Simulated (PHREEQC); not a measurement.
Consider water at 61 °C with 0.095 mol NH4F per kg of water. Closed to the air; pH follows from the charge balance.

Equilibrium calculation in PHREEQC: ion-association model, wateq4f.dat.

No solid was allowed to form.

Task: What pH does the model give?

Result: pH 5.94.

Constants without temperature data keep their 25 °C values here.
